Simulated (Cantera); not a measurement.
Feed: 1 mol toluene, 0.057 mol CO₂, 1.3 mol N₂, 3.3 mol H₂O, held at 70.0 Pa.

These are equilibrium values from Cantera (NASA tables, ideal gas, pure condensed phases), not measurements of a reactor. Candidate condensed phases: C, C₆H₆, C₇H₈, C₈H₁₈, H₂O; 136 gas species. The numbers say what is thermodynamically allowed, not how fast it happens.

Problem. At 927 °C, list the 4 most abundant gas species with their mole fractions, and the condensed phases.

Solution. H₂ 0.608, CO 0.284, N₂ 0.108, HCN 1.91e-5. Condensed: C(graphite).
